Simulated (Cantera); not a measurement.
Feed: 1 mol C2H4, 0.033 mol H2O, at 0.610 bar.

These are equilibrium values from Cantera (NASA tables, ideal gas, pure condensed phases), not measurements of a reactor. Candidate condensed phases: C, C6H6, C7H8, C8H18, H2O; 110 gas species. Equilibrium is a limit: real reactors are often held back by kinetics, nucleation or transport. All values below are at 527 °C.

Base state: H2 0.641, CH4 0.337, H2O 0.0191, CO 0.00208, CO2 0.000261 (mole fractions); condensed: C(graphite).

### Question
What changes in the equilibrium state with this change: pressure from 0.610 bar to 23.0 Pa?

### Answer
```
species             before     after
----------------  --------  --------
H2                   0.641     0.984
CO                 0.00208    0.0159
CH4                  0.337  0.000299
H2O                 0.0191   8.41e-5
CO2               0.000261   5.73e-6
C(graphite), mol      1.48      1.97
```

### Question
What changes in the equilibrium state with this change: pressure from 0.610 bar to 1.10 mbar?

### Answer
```csv
species,before,after
H2,0.641,0.983
CO,0.00208,0.0156
CH4,0.337,0.00143
H2O,0.0191,0.000393
CO2,0.000261,2.63e-5
"C(graphite), mol",1.48,1.96
```

### Question
What changes in the equilibrium state with this change: H2O from 0.033 to 0.17 mol?

### Answer
| species | before | after |
|---|---|---|
| H2 | 0.641 | 0.605 |
| CH4 | 0.337 | 0.300 |
| H2O | 0.0191 | 0.0808 |
| CO2 | 0.000261 | 0.00527 |
| CO | 0.00208 | 0.00936 |
| C(graphite), mol | 1.48 | 1.47 |
